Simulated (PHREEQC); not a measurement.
A solution holds 0.0013 mol NaOH, 0.00011 mol CO2 and 0.00063 mol (CH3)4NCl per kg of water, at 25 °C. Closed to the air; pH follows from the charge balance.

The numbers come from PHREEQC with the ion-association model, phreeqc.dat.

This is a speciation only: nothing precipitates in the calculation.

Task: Order these C species by the share of C that they hold, largest first: CO3-2, NaCO3-, HCO3-.

Result: CO3-2 (83 %), HCO3- (15 %), NaCO3- (1.7 %)

The pH is 11.01 and the ionic strength 0.00202 mol/kgw. Complexes and solids missing from the database can't appear. (CH3)4N+ isn't in the database: it is added as a free cation with an ion size of 4 Å.
